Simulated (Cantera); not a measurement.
A closed system holds: 1 mol Pb, 0.51 mol H2, held at 1398 K and 36.0 mbar.

Cantera equilibrium calculation (NASA polynomials, part measured and part estimated; ideal gas, pure solids and liquids). Candidate condensed phases: Pb; 4 gas species. The numbers say what is thermodynamically allowed, not how fast it happens.

Base state: H2 0.763, Pb 0.237, Pb2 4.93e-5, H 2.18e-5 (mole fractions); condensed: Pb(l).

Problem. What changes in the equilibrium state with this change: Pb replaced by HgO?

Solution. 
```tsv
species	before	after
Hg	0	0.570
H2O	0	0.291
O2	0	0.140
H2	0.763	1.80e-6
Pb	0.237	0
OH	0	0.000107
Pb2	4.93e-5	0
H	2.18e-5	3.34e-8
Pb(l), mol	0.842	0
```
Further candidate phases: H2O, Hg, HgO.

Problem. What changes in the equilibrium state with this change: 0.0032 mol HCl added?

Solution. 
| species | before | after |
|---|---|---|
| H2 | 0.763 | 0.758 |
| Pb | 0.237 | 0.237 |
| PbCl | 0 | 0.00263 |
| HCl | 0 | 0.00211 |
| H | 2.18e-5 | 2.17e-5 |
| Pb2 | 4.93e-5 | 4.93e-5 |
| Pb(l), mol | 0.842 | 0.839 |
Further candidate phases: PbCl2.
